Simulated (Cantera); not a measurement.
Cantera run, input and output.

```python
import numpy as np
import cantera as ct

gas = ct.Solution("gri30.yaml")
gas.TPX = 423, 500000, {'CH4': 1, 'O2': 3.12, 'N2': 11.8, 'H2': 1.4}
inlet = ct.Reservoir(gas, clone=True)
gas.equilibrate("HP")  # start burning
reactor = ct.IdealGasConstPressureReactor(gas, energy="on", clone=False)
exhaust = ct.Reservoir(gas, clone=True)
tau = [0.12, 0.056, 0.025, 0.011, 0.0052, 0.0023, 0.0011, 0.00048, 0.00022, 9.7e-05, 4.4e-05, 2e-05][0]
for a, b in ((inlet, reactor), (reactor, exhaust)):
    ct.MassFlowController(a, b, mdot=lambda t: reactor.mass / tau)
net = ct.ReactorNet([reactor])
show = ['CH4', 'O2', 'C2H4', 'C2H6', 'O', 'NO2']

rows = []
print(f"{'tau/s':>10s}{'T/K':>9s}" + "".join(f"{s:>11s}" for s in show))
for tau in [0.12, 0.056, 0.025, 0.011, 0.0052, 0.0023, 0.0011, 0.00048, 0.00022, 9.7e-05, 4.4e-05, 2e-05]:
    net.initial_time = 0.0
    net.advance(30 * tau)
    before = gas.X
    net.advance(40 * tau)
    drift = np.max(np.abs(gas.X - before) / (gas.X + 1e-9))
    rows.append([gas.T, *gas[show].X, drift])
    print(f"{tau:10.3e}{gas.T:9.1f}" + "".join(f"{x:11.3e}" for x in gas[show].X))
```

Result:

```
     tau/s      T/K        CH4         O2       C2H4       C2H6          O        NO2
 1.200e-01   2228.1  5.872e-07  2.418e-02  7.287e-12  2.581e-13  2.315e-04  2.281e-06
 5.600e-02   2228.9  1.223e-06  2.457e-02  3.141e-11  1.108e-12  2.412e-04  1.608e-06
 2.500e-02   2228.5  2.620e-06  2.496e-02  1.417e-10  5.004e-12  2.579e-04  1.008e-06
 1.100e-02   2225.9  5.520e-06  2.531e-02  6.060e-10  2.171e-11  2.896e-04  6.107e-07
 5.200e-03   2220.2  1.044e-05  2.565e-02  2.025e-09  7.478e-11  3.448e-04  4.067e-07
 2.300e-03   2208.5  1.972e-05  2.619e-02  6.352e-09  2.488e-10  4.567e-04  2.857e-07
 1.100e-03   2191.1  3.365e-05  2.695e-02  1.537e-08  6.544e-10  6.313e-04  2.180e-07
 4.800e-04   2161.5  6.013e-05  2.824e-02  3.679e-08  1.789e-09  9.471e-04  1.601e-07
 2.200e-04   2121.9  1.046e-04  3.002e-02  7.938e-08  4.549e-09  1.392e-03  1.161e-07
 9.700e-05   2065.6  1.940e-04  3.270e-02  1.825e-07  1.296e-08  2.020e-03  8.019e-08
 4.400e-05   1994.2  3.795e-04  3.646e-02  4.626e-07  4.227e-08  2.704e-03  5.350e-08
 2.000e-05   1899.3  8.700e-04  4.268e-02  1.606e-06  2.069e-07  3.116e-03  3.153e-08
```

Model: GRI-Mech 3.0 (53 species, 325 reactions), integrated in Cantera.
